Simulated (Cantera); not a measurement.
# Si + CO₂ + H₂ (thermal oxidation and active oxidation of silicon)

A closed system holds: 1 mol Si, 0.023 mol CO₂, 93 mol H₂, at 98000 Pa.

These are equilibrium values from Cantera (NASA tables, ideal gas, pure condensed phases), not measurements of a reactor. Candidate condensed phases: C, C₆H₆, C₇H₈, C₈H₁₈, H₂O, Si, SiC, SiO₂; 123 gas species. Mutual solubility and eutectic melting of coexisting phases are not modelled. The tables hold silica as quartz up to 1696 K and as liquid above; real silica turns to tridymite and cristobalite and melts near 1996 K. Gases not in the tables: Si₂H₆ and higher silanes. Rates play no part.

```json
[
 {"T (K)": "948", "x H₂": "1.000", "x SiO": "5.36e-11", "x H": "5.30e-10", "x CH₄": "4.05e-5", "x CO": "<1e-12", "x SiH₂": "1.90e-11", "n Si(s)": "0.958", "n SiC(s)": "0.0192", "n SiO₂(β-quartz)": "0.0230", "n Si(l)": "0"},
 {"T (K)": "1023", "x H₂": "1.000", "x SiO": "1.36e-9", "x H": "4.18e-9", "x CH₄": "3.49e-5", "x CO": "3.00e-12", "x SiH₂": "1.80e-10", "n Si(s)": "0.957", "n SiC(s)": "0.0198", "n SiO₂(β-quartz)": "0.0230", "n Si(l)": "0"},
 {"T (K)": "1098", "x H₂": "1.000", "x SiO": "2.20e-8", "x H": "2.50e-8", "x CH₄": "3.06e-5", "x CO": "8.28e-11", "x SiH₂": "1.25e-9", "n Si(s)": "0.957", "n SiC(s)": "0.0202", "n SiO₂(β-quartz)": "0.0230", "n Si(l)": "0"},
 {"T (K)": "1173", "x H₂": "1.000", "x SiO": "2.47e-7", "x H": "1.19e-7", "x CH₄": "2.72e-5", "x CO": "1.49e-9", "x SiH₂": "6.81e-9", "n Si(s)": "0.956", "n SiC(s)": "0.0205", "n SiO₂(β-quartz)": "0.0230", "n Si(l)": "0"},
 {"T (K)": "1248", "x H₂": "1.000", "x SiO": "2.06e-6", "x H": "4.72e-7", "x CH₄": "2.44e-5", "x CO": "1.88e-8", "x SiH₂": "3.02e-8", "n Si(s)": "0.956", "n SiC(s)": "0.0207", "n SiO₂(β-quartz)": "0.0229", "n Si(l)": "0"},
 {"T (K)": "1323", "x H₂": "1.000", "x SiO": "1.35e-5", "x H": "1.60e-6", "x CH₄": "2.22e-5", "x CO": "1.77e-7", "x SiH₂": "1.13e-7", "n Si(s)": "0.955", "n SiC(s)": "0.0209", "n SiO₂(β-quartz)": "0.0223", "n Si(l)": "0"},
 {"T (K)": "1398", "x H₂": "1.000", "x SiO": "7.18e-5", "x H": "4.78e-6", "x CH₄": "2.03e-5", "x CO": "1.31e-6", "x SiH₂": "3.66e-7", "n Si(s)": "0.953", "n SiC(s)": "0.0210", "n SiO₂(β-quartz)": "0.0196", "n Si(l)": "0"},
 {"T (K)": "1473", "x H₂": "1.000", "x SiO": "0.000320", "x H": "1.28e-5", "x CH₄": "1.88e-5", "x CO": "7.86e-6", "x SiH₂": "1.05e-6", "n Si(s)": "0.942", "n SiC(s)": "0.0205", "n SiO₂(β-quartz)": "0.00762", "n Si(l)": "0"},
 {"T (K)": "1548", "x H₂": "0.999", "x SiO": "0.000477", "x H": "3.11e-5", "x CH₄": "1.76e-5", "x CO": "1.53e-5", "x SiH₂": "2.72e-6", "n Si(s)": "0.935", "n SiC(s)": "0.0199", "n SiO₂(β-quartz)": "0", "n Si(l)": "0"},
 {"T (K)": "1623", "x H₂": "0.999", "x SiO": "0.000474", "x H": "6.98e-5", "x CH₄": "1.65e-5", "x CO": "1.94e-5", "x SiH₂": "6.46e-6", "n Si(s)": "0.936", "n SiC(s)": "0.0197", "n SiO₂(β-quartz)": "0", "n Si(l)": "0"},
 {"T (K)": "1698", "x H₂": "0.999", "x SiO": "0.000469", "x H": "0.000146", "x CH₄": "1.59e-5", "x CO": "2.48e-5", "x SiH₂": "1.40e-5", "n Si(s)": "0", "n SiC(s)": "0.0192", "n SiO₂(β-quartz)": "0", "n Si(l)": "0.936"},
 {"T (K)": "1773", "x H₂": "0.999", "x SiO": "0.000454", "x H": "0.000287", "x CH₄": "1.75e-5", "x CO": "3.99e-5", "x SiH₂": "2.47e-5", "n Si(s)": "0", "n SiC(s)": "0.0176", "n SiO₂(β-quartz)": "0", "n Si(l)": "0.937"}
]
```
x: gas mole fraction; n: condensed amount in mol.

From 948 K to 1473 K the condensed part is Si(s) + SiC(s) + SiO₂(β-quartz). From 1548 K to 1623 K the condensed part is Si(s) + SiC(s). From 1698 K to 1773 K the condensed part is Si(l) + SiC(s). The main Si-bearing gas is SiH₄ at 948 K and SiO at 1773 K.
